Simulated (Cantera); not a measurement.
A closed system holds: 1 mol TEOS, 0.34 mol O₂, 89 mol H₂, 16 mol N₂O, held at 8.80e-5 bar.

Method: chemical equilibrium by Gibbs-energy minimisation in Cantera with the NASA 1993 tables (ideal gas, pure condensed phases). Candidate condensed phases: C, C₆H₆, C₇H₈, C₈H₁₈, H₂O, Si, SiC, SiO₂, Si₂N₂O, Si₃N₄; 151 gas species. The feed counts by its element totals alone. The numbers say what is thermodynamically allowed, not how fast it happens.

Task: At 402 °C, list the 4 most abundant gas species with their mole fractions, and the condensed phases.

Result: H₂ 0.749, N₂ 0.130, H₂O 0.0561, CO 0.0342. Condensed: SiO₂(α-quartz).
